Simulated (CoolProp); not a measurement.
Vapour-liquid equilibrium of ethane (1) + C3F8 (R218) (2) at -18.15 °C; x and y are mole fractions of (1).

Computed with CoolProp (multi-fluid Helmholtz-energy mixture model, Bücker 2006 and Lemmon 2006; pair parameters Bell 2016).

```json
[
 {"x": "0.05", "bubble pressure (bar)": "3.332", "y at the bubble point": "0.348", "dew pressure at overall composition x (bar)": "2.308", "liquid density (mol/L)": "8.345"},
 {"x": "0.125", "bubble pressure (bar)": "5.024", "y at the bubble point": "0.579", "dew pressure at overall composition x (bar)": "2.505", "liquid density (mol/L)": "8.620"},
 {"x": "0.2", "bubble pressure (bar)": "6.580", "y at the bubble point": "0.688", "dew pressure at overall composition x (bar)": "2.735", "liquid density (mol/L)": "8.908"},
 {"x": "0.275", "bubble pressure (bar)": "7.928", "y at the bubble point": "0.750", "dew pressure at overall composition x (bar)": "3.010", "liquid density (mol/L)": "9.213"},
 {"x": "0.35", "bubble pressure (bar)": "9.054", "y at the bubble point": "0.789", "dew pressure at overall composition x (bar)": "3.344", "liquid density (mol/L)": "9.537"},
 {"x": "0.425", "bubble pressure (bar)": "9.981", "y at the bubble point": "0.817", "dew pressure at overall composition x (bar)": "3.758", "liquid density (mol/L)": "9.886"},
 {"x": "0.5", "bubble pressure (bar)": "10.75", "y at the bubble point": "0.838", "dew pressure at overall composition x (bar)": "4.286", "liquid density (mol/L)": "10.27"},
 {"x": "0.575", "bubble pressure (bar)": "11.43", "y at the bubble point": "0.857", "dew pressure at overall composition x (bar)": "4.982", "liquid density (mol/L)": "10.69"},
 {"x": "0.65", "bubble pressure (bar)": "12.05", "y at the bubble point": "0.875", "dew pressure at overall composition x (bar)": "5.940", "liquid density (mol/L)": "11.16"},
 {"x": "0.725", "bubble pressure (bar)": "12.65", "y at the bubble point": "0.893", "dew pressure at overall composition x (bar)": "7.325", "liquid density (mol/L)": "11.70"},
 {"x": "0.8", "bubble pressure (bar)": "13.26", "y at the bubble point": "0.915", "dew pressure at overall composition x (bar)": "9.396", "liquid density (mol/L)": "12.33"},
 {"x": "0.875", "bubble pressure (bar)": "13.89", "y at the bubble point": "0.940", "dew pressure at overall composition x (bar)": "12.06", "liquid density (mol/L)": "13.06"},
 {"x": "0.95", "bubble pressure (bar)": "14.53", "y at the bubble point": "0.973", "dew pressure at overall composition x (bar)": "14.09", "liquid density (mol/L)": "13.93"}
]
```

No azeotrope shows between x = 0.05 and 0.95.

Pair parameters are fitted to limited data, so mixtures are less certain than the pure fluids.
